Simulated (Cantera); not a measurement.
A closed system holds: 1 mol SiH₄, 0.45 mol C₃H₈, 28 mol H₂, 1.2 mol C₂H₂, at 2425 K and 750 Torr.

Method: chemical equilibrium by Gibbs-energy minimisation in Cantera with the NASA 1993 tables (ideal gas, pure condensed phases). Candidate condensed phases: C, C₆H₆, C₇H₈, C₈H₁₈, Si, SiC; 87 gas species. Gases not in the tables: Si₂H₆ and higher silanes. Kinetics and transport are ignored.

Base state: H₂ 0.973, H 0.0177, C₂H₂ (acetylene) 0.00760, Si 0.000532, CH₄ 0.000161, SiH 0.000156, SiH₂ 0.000150, SiC₂ 0.000110 (mole fractions); condensed: C(graphite) + SiC(s).

Q: What changes in the equilibrium state with this change: temperature from 2425 K to 2273.15 K?

A: 
```json
[
 {"species": "H₂", "before": "0.973", "after": "0.987"},
 {"species": "H", "before": "0.0177", "after": "0.00835"},
 {"species": "C₂H₂ (acetylene)", "before": "0.00760", "after": "0.00373"},
 {"species": "Si", "before": "0.000532", "after": "9.75e-5"},
 {"species": "SiC₂", "before": "0.000110", "after": "1.23e-5"},
 {"species": "Si₂C", "before": "6.23e-5", "after": "7.28e-6"},
 {"species": "C₄H₂", "before": "2.44e-5", "after": "5.75e-6"},
 {"species": "C(graphite), mol", "before": "2.26", "after": "2.50"},
 {"species": "SiC(s), mol", "before": "0.964", "after": "0.993"}
]
```

Q: What changes in the equilibrium state with this change: temperature from 2425 K to 1623 K?

A: 
```
species             before    after
----------------  --------  -------
H₂                   0.973    0.998
CH₄               0.000161  0.00148
H                   0.0177  6.91e-5
C₂H₂ (acetylene)   0.00760  3.48e-5
SiH₂              0.000150  7.34e-8
Si                0.000532  1.78e-9
SiC₂              0.000110    <1e-9
C(graphite), mol      2.26     2.70
SiC(s), mol          0.964    1.000
```

Q: What changes in the equilibrium state with this change: temperature from 2425 K to 1148 K?

A: 
| species | before | after |
|---|---|---|
| H₂ | 0.973 | 0.977 |
| CH₄ | 0.000161 | 0.0227 |
| H | 0.0177 | 7.08e-8 |
| C₂H₂ (acetylene) | 0.00760 | 3.63e-8 |
| Si | 0.000532 | <1e-9 |
| SiH | 0.000156 | <1e-9 |
| SiH₂ | 0.000150 | <1e-9 |
| SiC₂ | 0.000110 | <1e-9 |
| Si₂C | 6.23e-5 | <1e-9 |
| C(graphite), mol | 2.26 | 2.02 |
| SiC(s), mol | 0.964 | 1.00 |
